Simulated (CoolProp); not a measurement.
A single-stage vapour-compression cycle with n-perfluoropentane: evaporating at 269.15 K (dew point), condensing at 336.15 K (bubble point), superheat 0 K, subcooling 0 K, compressor efficiency 0.85, no pressure losses. Each further row changes one setting.

The numbers come from the reference Helmholtz-energy equation of state, Gao 2022 in CoolProp.

| case | cooling COP | pressure ratio | discharge temperature (K) | refrigerating effect (kJ/kg) | volumetric capacity (kJ/m³) |
|---|---|---|---|---|---|
| as stated | 1.44 | 12.2 | 336.1 | 28.9 | 94.1 |
| evaporating temperature 274.15 K | 1.77 | 9.57 | 336.1 | 32.6 | 133 |
| condensing temperature 331.15 K | 1.80 | 10.5 | 331.1 | 34.5 | 112 |
| subcooling 5 K | 1.72 | 12.2 | 336.1 | 34.5 | 112 |
| superheat 10 K | 1.66 | 12.2 | 336.1 | 36.6 | 115 |
| compressor efficiency 0.75 | 1.27 | 12.2 | 336.1 | 28.9 | 94.1 |

The compression ends wet for: as stated; evaporating temperature 274.15 K; condensing temperature 331.15 K; subcooling 5 K; superheat 10 K; compressor efficiency 0.75.
